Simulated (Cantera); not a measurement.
Input: 1 mol CH₃F, 0.067 mol H₂, held at 39.0 Pa.

Cantera equilibrium calculation (NASA polynomials, part measured and part estimated; ideal gas, pure solids and liquids). Candidate condensed phases: C, C₆H₆, C₇H₈, C₈H₁₈; 95 gas species. Kinetics and transport are ignored. All values below are at 1975 °C.

Base state: HF 0.430, H₂ 0.349, H 0.220, C₂H₂ (acetylene) 0.00115, F 0.000273, C₂H 2.87e-5, C₃ 1.60e-5 (mole fractions); condensed: C(graphite).

Task: What changes in the equilibrium state with this change: 0.01 mol HCl added?

Result: 
| species | before | after |
|---|---|---|
| HF | 0.430 | 0.428 |
| H₂ | 0.349 | 0.347 |
| H | 0.220 | 0.219 |
| HCl | 0 | 0.00294 |
| Cl | 0 | 0.00134 |
| C₂H₂ (acetylene) | 0.00115 | 0.00115 |
| F | 0.000273 | 0.000272 |
| C₂H | 2.87e-5 | 2.87e-5 |
| C₃ | 1.60e-5 | 1.60e-5 |
| C(graphite), mol | 0.994 | 0.994 |
